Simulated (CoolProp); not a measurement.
Vapour pressure (MPa) of n-pentane: the reference equation beside estimates from Tc = 469.7 K, pc = 3.368 MPa, ω = 0.251.

Values from CoolProp's reference Helmholtz-energy equation of state, Thol 2019.

| T (K) | reference | Lee-Kesler | Soave-Redlich-Kwong |
|---|---|---|---|
| 365.3 | 0.4952 | 0.4983 | ? |
| 371.5 | 0.5714 | 0.5750 | 0.5773 |
| 377.6 | 0.6546 | 0.6587 | 0.6622 |
| 383.8 | 0.7481 | 0.7527 | 0.7576 |
| 390 | 0.8512 | 0.8561 | ? |
| 396.2 | 0.9645 | 0.9696 | 0.9786 |
| 402.3 | 1.087 | ? | 1.103 |
| 408.5 | 1.222 | 1.227 | 1.241 |
| 414.7 | 1.370 | 1.375 | 1.392 |
| 420.9 | 1.530 | 1.535 | 1.555 |

Some entries are withheld; supply them.


- 365.3, Soave-Redlich-Kwong: 0.4996
- 390, Soave-Redlich-Kwong: 0.8629
- 402.3, Lee-Kesler: 1.092

Absolute difference from the reference over all 10 rows, mean and median: Lee-Kesler 0.5 and 0.6 %, Soave-Redlich-Kwong 1.3 and 1.4 %.
